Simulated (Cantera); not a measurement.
Input: 1 mol Fe3O4, 4.4 mol CH4, 0.69 mol N2, held at 680 Pa.

These are equilibrium values from Cantera (NASA tables, ideal gas, pure condensed phases), not measurements of a reactor. Candidate condensed phases: C, C6H6, C7H8, C8H18, Fe, Fe(CO)5, FeO, Fe(OH)2, Fe(OH)3, Fe2O3, Fe3O4, H2O; 140 gas species. Iron dissolves carbon and melts from about 1420 K in contact with it, which pure phases cannot show. Condensed phases not in the tables: cementite and carbon dissolved in iron. The numbers say what is thermodynamically allowed, not how fast it happens.

Over these rows the condensed part is C(graphite) + Fe(γ). Partial pressures as log10 of bar:

```
T (K)  1000/T (1/K)  log p CO2  log p H2  log p CO  log p N2
-----  ------------  ---------  --------  --------  --------
1198         0.8347      -7.10     -2.35     -2.70     -3.46
1248         0.8013      -7.40     -2.35     -2.70     -3.46
1298         0.7704      -7.67     -2.35     -2.70     -3.46
1348         0.7418      -7.92     -2.35     -2.70     -3.46
1398         0.7153          ?     -2.35     -2.70     -3.46
1448         0.6906      -8.36     -2.35     -2.70     -3.46
```

Q: Fit log p(CO2) = a + b·(1000/T) to the five rows, give the apparent enthalpy, and predict the row at 1398 K.

A: Means: 1000/T = 0.7678, log p = -7.690. Sxy = 0.106942, Sxx = 0.0122405, so b = 8.74 and a = -7.690 − (8.74)×0.7678 = -14.40.
Apparent enthalpy: −19.145 × (8.74) = -167 kJ/mol. With the condensed phases at unit activity, 2 CO(g) = CO2(g) + C(graphite) links this pressure to the main gases: over the six rows their terms move log p by +0.00 in all, so the slope is close to that reaction's ΔH°. The five rows lie within 0.01 of the line.
Prediction at 1398 K: -14.40 + (8.74)×0.7153 = -8.15. The computed value is -8.15, 0.00 from the line.
